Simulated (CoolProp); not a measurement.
Values from CoolProp's reference Helmholtz-energy equation of state, Thol 2018.

Problem. For hydrogen chloride, give the phase and the cv (kJ/(kg K)) at 218.65 °C and 9.13 MPa; 329.75 °C and 1.46 MPa.

Solution. 
- 218.65 °C and 9.13 MPa: supercritical; cv 0.603
- 329.75 °C and 1.46 MPa: gas; cv 0.585
